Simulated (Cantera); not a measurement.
Feed: 1 mol Fe₂O₃, 0.88 mol SO₃, 4.1 mol H₂O, at 13.3 mbar.

Cantera equilibrium calculation (NASA polynomials, part measured and part estimated; ideal gas, pure solids and liquids). Candidate condensed phases: Fe, FeO, Fe(OH)₂, Fe(OH)₃, FeS, FeSO₄, FeS₂, Fe₂O₃, Fe₂(SO₄)₃, Fe₃O₄, H₂O, H₂SO₄, S; 22 gas species. Rates play no part.

Question: At 1250 K, list the 5 most abundant gas species with their mole fractions, and the condensed phases.

Answer: H₂O 0.757, SO₂ 0.162, O₂ 0.0807, SO₃ 0.000925, OH 3.66e-5. Condensed: Fe₂O₃(s).
